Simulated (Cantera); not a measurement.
Cantera run, input and output.

```python
import numpy as np
import cantera as ct

gas = ct.Solution("h2o2.yaml")


def delay(T, t_max=10):
    gas.TPX = T, 101325, {'H2': 1, 'O2': 0.794, 'N2': 2.98}
    reactor = ct.IdealGasConstPressureReactor(gas, clone=False)
    net = ct.ReactorNet([reactor])
    net.rtol, net.atol = 1e-8, 1e-16
    while net.time < t_max:
        t_old, T_old = net.time, reactor.T
        net.step()
        if reactor.T > T + 400:  # ignition: a rise of 400 K
            return t_old + (T + 400 - T_old) / (reactor.T - T_old) * (net.time - t_old)
    return np.nan


taus = []
for T in [1123, 1198, 1273, 1348, 1423, 1498, 1573, 1648, 1723, 1798]:
    taus.append(delay(T))
    print(f"T0 = {T:6g} K   tau = {taus[-1]:.4e} s")

# d ln(tau) / d ln(k), from doubling and halving each rate constant
T, sens = 1723, []
for i in range(gas.n_reactions):
    gas.set_multiplier(2.0, i)
    up = delay(T)
    gas.set_multiplier(0.5, i)
    down = delay(T)
    gas.set_multiplier(1.0, i)
    sens.append((np.log(up / down) / np.log(4.0), gas.reaction(i).equation))
sens.sort(key=lambda x: -abs(x[0]))
print(f"sensitivities at {T} K")
for s, eq in sens[:10]:
    print(f"{s:8.3f}  {eq}")
```

Result:

```
T0 =   1123 K   tau = 7.5969e-05 s
T0 =   1198 K   tau = 4.8946e-05 s
T0 =   1273 K   tau = 3.5388e-05 s
T0 =   1348 K   tau = 2.7872e-05 s
T0 =   1423 K   tau = 2.3589e-05 s
T0 =   1498 K   tau = 2.1248e-05 s
T0 =   1573 K   tau = 2.0179e-05 s
T0 =   1648 K   tau = 2.0011e-05 s
T0 =   1723 K   tau = 2.0523e-05 s
T0 =   1798 K   tau = 2.1582e-05 s
sensitivities at 1723 K
  -0.273  H + O2 + H2O <=> HO2 + H2O
  -0.185  H + O2 <=> O + OH
  -0.162  H + OH + M <=> H2O + M
  -0.088  H + O2 + N2 <=> HO2 + N2
  -0.067  H2 + O <=> H + OH
  -0.048  H2 + OH <=> H + H2O
  -0.044  H + O2 + M <=> HO2 + M
  -0.035  2 OH (+M) <=> H2O2 (+M)
  -0.034  2 H + H2O <=> H2 + H2O
  -0.028  H + HO2 <=> H2 + O2
```

Computed with Cantera and the H2/O2 subset of GRI-Mech 3.0, which has no nitrogen chemistry. Where the delays flatten at high temperature, the 400 K rule measures the pace of heat release, not the induction time.
